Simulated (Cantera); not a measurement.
Source: NASA polynomial tables (part measured, part estimated), evaluated in Cantera. Values are per mole of reaction as written; species without (g) are pure solids or liquids, kept so even where they would boil at 1 bar.

0.6667 Cr + O2(g) ⇌ 0.6667 CrO3(g), with ΔH° = -195.3 kJ and ΔS° = -43.5 J/K at 300 K.

Question: How far is the shortcut ΔG° ≈ ΔH°(300 K) − T·ΔS°(300 K) from the full temperature-dependent value at 2625, 2675, 2725, 2775, 2825 K?

Answer: 
| T (K) | shortcut (kJ) | full (kJ) | difference (kJ) | difference in log10 K | condensed phases |
|---|---|---|---|---|---|
| 2625 | -81.1 | -61.1 | -20.0 | 0.40 | Cr(l) |
| 2675 | -79.0 | -57.9 | -21.0 | 0.41 | Cr(l) |
| 2725 | -76.8 | -54.7 | -22.1 | 0.42 | Cr(l) |
| 2775 | -74.6 | -51.5 | -23.1 | 0.43 | Cr(l) |
| 2825 | -72.5 | -48.3 | -24.2 | 0.45 | Cr(l) |
The shortcut ignores heat capacities and the phase changes listed.
